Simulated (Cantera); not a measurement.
What does this Cantera script print?

```python
import numpy as np
import cantera as ct

gas = ct.Solution("gri30.yaml")
gas.TPX = 2475, 18000, {'CH4': 0.031, 'H2': 1}
reactor = ct.IdealGasConstPressureReactor(gas, energy="off", clone=False)
net = ct.ReactorNet([reactor])
net.rtol, net.atol = 1e-08, 1e-18
show = ['CH4', 'H2', 'CH2', 'H', 'C2H4', 'C2H2', 'C2H']
times = np.geomspace(3e-06, 80, 11)

steps = ct.SolutionArray(gas, extra=["t"])
rows = []
print(f"{'t/s':>10s}{'T/K':>9s}{'P/Pa':>11s}" + "".join(f"{s:>11s}" for s in show))
for t in times:
    while net.time < t:
        t_next = net.step()
        steps.append(gas.state, t=t_next)
    rows.append([np.interp(t, steps.t, y) for y in (steps.T, steps.P, *steps(*show).X.T)])
    print(f"{t:10.3e}{rows[-1][0]:9.1f}{rows[-1][1]:11.4g}" + "".join(f"{x:11.3e}" for x in rows[-1][2:]))
rate = np.gradient(steps.T, steps.t)
print("integrator steps:", len(steps.t))
if steps.T.max() > steps.T[0] + 200:
    print(f"time of steepest temperature rise: {steps.t[rate.argmax()]:.4e} s")
gas.TPX = 2475, 18000, {'CH4': 0.031, 'H2': 1}
gas.equilibrate("TP")
print(f"equilibrium (TP): T = {gas.T:.1f} K  " + "  ".join(f"{s} {gas[s].X[0]:.3e}" for s in show))
```

It prints:

```
       t/s      T/K       P/Pa        CH4         H2        CH2          H       C2H4       C2H2        C2H
 3.000e-06   2475.0    1.8e+04  2.955e-02  9.691e-01  4.528e-07  8.038e-04  1.614e-07  7.083e-09  3.841e-13
 1.659e-05   2475.0    1.8e+04  2.751e-02  9.656e-01  1.443e-05  4.519e-03  2.186e-05  9.555e-06  3.018e-09
 9.169e-05   2475.0    1.8e+04  1.744e-02  9.543e-01  1.353e-04  1.902e-02  1.832e-04  2.608e-03  3.528e-06
 5.069e-04   2475.0    1.8e+04  2.221e-03  9.523e-01  6.287e-05  3.151e-02  1.131e-05  1.255e-02  2.820e-05
 2.802e-03   2475.0    1.8e+04  1.495e-04  9.431e-01  8.689e-06  4.248e-02  2.339e-06  1.410e-02  4.312e-05
 1.549e-02   2475.0    1.8e+04  3.154e-05  9.346e-01  2.722e-06  5.110e-02  1.901e-06  1.413e-02  5.247e-05
 8.565e-02   2475.0    1.8e+04  3.019e-05  9.341e-01  2.663e-06  5.164e-02  1.881e-06  1.413e-02  5.304e-05
 4.735e-01   2475.0    1.8e+04  3.019e-05  9.341e-01  2.663e-06  5.164e-02  1.881e-06  1.413e-02  5.304e-05
 2.618e+00   2475.0    1.8e+04  3.019e-05  9.341e-01  2.663e-06  5.164e-02  1.881e-06  1.413e-02  5.304e-05
 1.447e+01   2475.0    1.8e+04  3.019e-05  9.341e-01  2.663e-06  5.164e-02  1.881e-06  1.413e-02  5.304e-05
 8.000e+01   2475.0    1.8e+04  3.019e-05  9.341e-01  2.663e-06  5.164e-02  1.881e-06  1.413e-02  5.304e-05
integrator steps: 1190
equilibrium (TP): T = 2475.0 K  CH4 3.052e-05  H2 9.341e-01  CH2 2.692e-06  H 5.164e-02  C2H4 1.881e-06  C2H2 1.413e-02  C2H 5.303e-05
```

Detailed kinetics in Cantera: GRI-Mech 3.0 (53 species, 325 reactions). GRI-Mech 3.0 stops at C3 and has no aromatics, soot or wall deposition, so with more carbon than oxygen in the feed, carbon stays in small species such as C2H2 where larger ones or solid carbon would form.
